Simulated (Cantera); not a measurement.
A Cantera script and what it prints.

```python
import numpy as np
import cantera as ct

gas_names = [...]  # 123 gases of nasa_gas.yaml made of C, H, O, Si
cond_names = """
    C(gr) C6H6(L) C7H8(L) C8H18(L),n-octa H2O(s) H2O(L) Si(cr) Si(L) SiC(b) SiO2(Lqz) SiO2(hqz) SiO2(L)
""".split()


# ... load() reads the species with a 1 bar reference pressure and builds the phases ...
atoms = {
    'TEOS': {'Si': 1, 'C': 8, 'H': 20, 'O': 4},
    'O2': {'O': 2},
}
top_T = {'C(gr)': 4500, 'SiC(b)': 3050}  # K; cautious upper limits of use, not melting points


# ... equilibrate(T, P, feed) seeds the gas with the atoms and calls Mixture.equilibrate('TP', solver="vcs", rtol=1e-11, max_steps=5000) ...
results = []
feed = {'TEOS': 1, 'O2': 0.088}  # mol
T = 1973  # K
P = 100000  # Pa
mix = equilibrate(T, P, feed)
results.append((T, P, feed, dict(zip(mix.species_names, mix.species_moles))))
x = sorted(zip(gas.X, gas.species_names), reverse=True)
print(f"T = {T:g} K  P = {P:g} Pa  gas = {mix.phase_moles(0):.4g} mol")
print("   x: " + "  ".join(f"{s} {v:.3e}" for v, s in x if v > 1e-06))
print("   condensed (mol): " + ("  ".join(f"{mix.phase(i).name} {mix.phase_moles(i):.4g}"
      for i in range(1, mix.n_phases) if mix.phase_moles(i) > 1e-12) or "none"))
```

Result:

```
T = 1973 K  P = 100000 Pa  gas = 14.18 mol
   x: H2 7.037e-01  CO 2.919e-01  SiO 2.551e-03  H 1.132e-03  C2H2,acetylene 4.508e-04  CH4 2.260e-04  H2O 2.685e-05  CH3 7.223e-06  SiH2 3.168e-06  C2H4 2.490e-06  CO2 2.484e-06  Si 1.564e-06
   condensed (mol): C(gr) 2.881  SiC(b) 0.9637
```

Equilibrium computed with Cantera from the NASA thermochemical tables; the gas is ideal and each condensed phase is pure. The feed counts by its element totals alone.
